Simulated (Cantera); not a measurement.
A perfectly stirred reactor is fed with 1.36 % CH4, 97.3 % H2, 1.36 % CO2, at 11000 Pa; it is held at 1773 K, and followed from long to short residence time.

Cantera simulation using GRI-Mech 3.0 (53 species, 325 reactions); the numbers are that mechanism's predictions, not measurements.

One state of this run: x CH4 = 0.0130; x H2 = 0.967; x CO2 = 0.00825; x C2H6 = 5.89e-7; x C2H4 = 1.12e-5. x: mole fraction; the columns are a selection and need not sum to one.

Task: Which value of τ (s) does it belong to?
A) 0.31
B) 0.013
C) 0.0026
D) 0.063

Result: B, 0.013
